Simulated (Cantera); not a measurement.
An isothermal, constant-pressure homogeneous reactor starts with NH₃ : N₂ = 1 : 11 (molar parts), at 1923 K and 2200 Pa.

Computed with Cantera and the gas-phase N/H chemistry of the illustrative SiF4/NH3 mechanism in the Surface Chemkin manual (1991). Walls and surfaces, which speed up NH3 decomposition in real reactors, are not modelled.

x: mole fraction; the columns are a selection and need not sum to one.

| t (s) | x NH₃ | x N₂ | x H₂ | x H | x N₂H₂ | x N |
|---|---|---|---|---|---|---|
| 0.000700 | 0.0833 | 0.917 | 5.46e-6 | 2.26e-7 | 3.05e-10 | 2.82e-12 |
| 0.00162 | 0.0833 | 0.917 | 1.30e-5 | 2.29e-7 | 1.88e-9 | 4.16e-11 |
| 0.00373 | 0.0833 | 0.917 | [?] | [?] | [?] | 4.94e-10 |
| 0.00860 | 0.0832 | 0.917 | 8.61e-5 | 4.05e-7 | 7.62e-8 | 2.83e-9 |
| 0.0199 | 0.0829 | 0.916 | [?] | [?] | [?] | [?] |
| 0.0458 | 0.0814 | 0.916 | 0.00223 | 6.25e-6 | 1.08e-6 | 9.92e-8 |
| 0.106 | 0.0773 | 0.914 | 0.00796 | 1.56e-5 | 1.05e-6 | 3.47e-7 |
| 0.244 | 0.0692 | 0.911 | 0.0193 | 3.04e-5 | 8.11e-7 | 7.08e-7 |
| 0.563 | 0.0550 | 0.906 | 0.0390 | 5.57e-5 | 5.42e-7 | 1.00e-6 |
| 1.30 | 0.0347 | 0.898 | 0.0671 | 9.86e-5 | 2.79e-7 | 1.09e-6 |
| 3.00 | 0.0144 | 0.890 | 0.0953 | 0.000168 | 8.72e-8 | 9.87e-7 |

Task: What belongs in the gaps?

Result: 
- 0.00373, x H₂: 3.11e-5
- 0.00373, x H: 2.52e-7
- 0.00373, x N₂H₂: 1.20e-8
- 0.0199, x H₂: 0.000378
- 0.0199, x H: 1.39e-6
- 0.0199, x N₂H₂: 4.06e-7
- 0.0199, x N: 1.47e-8
